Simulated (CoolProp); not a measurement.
Properties of normal hydrogen along the isobar 1690 kPa (Tc = 33.1 K, pc = 1296 kPa, ω = -0.219).

Computed with CoolProp (reference Helmholtz-energy equation of state, Leachman 2009).

| T (K) | phase | density (kg/m³) | cv (kJ/(kg K)) | conductivity (mW/(m K)) |
|---|---|---|---|---|
| 22.1 | liquid | 70.99 | 5.790 | 107 |
| 28 | liquid | 62.93 | 6.136 | 104 |
| 33.8 | supercritical | 46.15 | 6.767 | 88.1 |
| 39.6 | supercritical | 15.19 | 6.857 | 47.6 |
| 45.4 | supercritical | 11.16 | 6.553 | 46.1 |
| 51.2 | supercritical | 9.158 | 6.459 | 47.6 |
| 57 | supercritical | 7.870 | 6.428 | 50.1 |
| 62.8 | supercritical | 6.945 | 6.437 | 52.8 |
| 68.6 | supercritical | 6.238 | 6.480 | 55.6 |
| 74.4 | supercritical | 5.675 | 6.553 | 58.6 |
| 80.2 | supercritical | 5.214 | 6.652 | 61.7 |
| 86 | supercritical | 4.827 | 6.773 | 64.9 |
| 91.8 | supercritical | 4.498 | 6.912 | 68.1 |
| 97.6 | supercritical | 4.213 | 7.063 | 71.5 |
| 103.4 | supercritical | 3.964 | 7.224 | 74.9 |

Thermal conductivity comes from a separate model (Assael 2011).
